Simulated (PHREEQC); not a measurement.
0.5 mol of Vivianite (Fe3(PO4)2:8H2O) is brought to equilibrium with 1 kg of water holding 0.032 mol/kgw CaCl2, with rising amounts of NH4HSO4, at 25 °C. The system is closed to oxygen. CO2 from the air is kept out. Only these solids could form: Vivianite, Gypsum, Hydroxyapatite, Melanterite.

Computed with PHREEQC (ion-association model, phreeqc.dat).

| NH4HSO4 added (mol) | pH | dissolved Fe (mol/kgw) | Gypsum (mol) | Hydroxyapatite (mol) | FeH2PO4+ (mol/kgw) | SO4-2 (mol/kgw) | Fe+2 (mol/kgw) | H2PO4- (mol/kgw) |
|---|---|---|---|---|---|---|---|---|
| 0 | 5.99 | 0.000416 | 0 | 7.77e-5 | 1.89e-6 | 0 | 0.000399 | 2.34e-5 |
| 0.00208 | 4.88 | 0.00157 | 0 | 0 | 0.000170 | 0.00114 | 0.00131 | 0.000647 |
| 0.00417 | 4.57 | 0.00312 | 0 | 0 | 0.000542 | 0.00229 | 0.00235 | 0.00116 |
| 0.00625 | 4.40 | 0.00466 | 0 | 0 | (withheld) | 0.00345 | 0.00325 | (withheld) |
| 0.00833 | 4.29 | 0.00620 | 0 | 0 | 0.00156 | 0.00462 | 0.00404 | 0.00199 |
| 0.0104 | 4.20 | 0.00773 | 0 | 0 | 0.00215 | 0.00579 | (withheld) | 0.00234 |
| 0.0125 | 4.13 | 0.00929 | 0 | 0 | 0.00278 | 0.00699 | (withheld) | 0.00268 |
| 0.0146 | (withheld) | 0.0108 | 0.000555 | 0 | 0.00345 | 0.00789 | 0.00609 | 0.00299 |
| 0.0167 | 4.02 | 0.0124 | 0.00189 | 0 | (withheld) | 0.00837 | 0.00673 | (withheld) |
| 0.0187 | 3.98 | 0.0139 | 0.00311 | 0 | 0.00486 | 0.00886 | 0.00731 | 0.00354 |
| 0.0208 | 3.94 | 0.0154 | 0.00433 | 0 | 0.00562 | (withheld) | 0.00789 | 0.00380 |
| 0.0229 | 3.91 | 0.0170 | 0.00549 | 0 | 0.00639 | 0.0100 | 0.00844 | 0.00405 |
| 0.025 | 3.88 | 0.0185 | 0.00658 | 0 | 0.00717 | 0.0106 | 0.00897 | 0.00429 |

### Question
Fill in the missing entries.

### Answer

- 0.00625, FeH2PO4+ (mol/kgw): 0.00102
- 0.00625, H2PO4- (mol/kgw): 0.00160
- 0.0104, Fe+2 (mol/kgw): 0.00477
- 0.0125, Fe+2 (mol/kgw): 0.00544
- 0.0146, pH: 4.07
- 0.0167, FeH2PO4+ (mol/kgw): 0.00416
- 0.0167, H2PO4- (mol/kgw): 0.00328
- 0.0208, SO4-2 (mol/kgw): 0.00941
